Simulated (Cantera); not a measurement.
A closed system holds: 1 mol Si, 0.52 mol H2O, 89 mol H2, at 1323 K and 11000 Pa.

These are equilibrium values from Cantera (NASA tables, ideal gas, pure condensed phases), not measurements of a reactor. Candidate condensed phases: H2O, Si, SiO2; 18 gas species. Mutual solubility and eutectic melting of coexisting phases are not modelled. The tables hold silica as quartz up to 1696 K and as liquid above; real silica turns to tridymite and cristobalite and melts near 1996 K. The numbers say what is thermodynamically allowed, not how fast it happens.

Base state: H2 1.000, SiO 0.000120 (mole fractions); condensed: Si(s) + SiO2(β-quartz).

What changes in the equilibrium state with this change: Si replaced by Si3N4?


| species | before | after |
|---|---|---|
| H2 | 1.000 | 0.998 |
| N2 | 0 | 0.00193 |
| SiO | 0.000120 | 9.56e-9 |
| Si(s), mol | 0.735 | 0 |
| SiO2(β-quartz), mol | 0.255 | 0 |
| Si2N2O(s), mol | 0 | 0.520 |
| Si3N4(s), mol | 0 | 0.653 |
Further candidate phases: Si2N2O, Si3N4.
